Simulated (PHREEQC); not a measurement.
Make-up at 25 °C: 0.0031 mol/kgw ZnI2. Closed to the air; pH follows from the charge balance.

Computed with PHREEQC (ion-association model, wateq4f.dat).

Q: The ionic strength comes out as 0.00930 mol/kgw. What activity coefficients do H+, I-, ZnOH+, Zn+2 get?

A: H+ 0.92, I- 0.91, ZnOH+ 0.91, Zn+2 0.68.

No solid was allowed to form.
